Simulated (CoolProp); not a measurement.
A closed Brayton cycle with carbon dioxide: compressor inlet 322.15 K and 8 MPa, high pressure 17.5 MPa, turbine inlet 845 K, compressor efficiency 0.89, turbine efficiency 0.9, recuperator effectiveness 0.9 (on enthalpy, no pinch check). Each further row changes one setting.

Computed with CoolProp (reference Helmholtz-energy equation of state, Span 1996).

```csv
case,thermal efficiency (%),net work (kJ/kg),compressor to turbine work,compressor exit (K),turbine exit (K)
as stated,32.9,71.0,0.34,386.0,749.7
turbine inlet 795 K,31.5,64.0,0.36,386.0,703.2
compressor inlet 332.15 K,32.3,66.0,0.38,400.5,749.7
high pressure 14.9 MPa,30.8,58.4,0.32,372.6,768.8
recuperator effectiveness 0.5,18.5,71.0,0.34,386.0,749.7
```
